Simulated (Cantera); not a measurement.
Input: 1 mol SiO2, 2.9 mol MgO, 0.1 mol O2, at 850 K and 1 atm.

Equilibrium computed with Cantera from the NASA thermochemical tables; the gas is ideal and each condensed phase is pure. Candidate condensed phases: Mg, MgO, MgSiO3, Mg2SiO4, Si, SiO2; 11 gas species. Condensed phases not in the tables: alloys, solid solutions and most ternary compounds. Rates play no part.

What is the equilibrium state?


```json
{
 "x(O2)": "1.00",
 "n(MgO(s))": "0.900 mol",
 "n(Mg2SiO4(s))": "1.00 mol",
 "gas_amount": "0.1000 mol",
 "log10 activity of Mg(s) (absent)": "-31.33",
 "log10 activity of Si(s) (absent)": "-50.36"
}
```
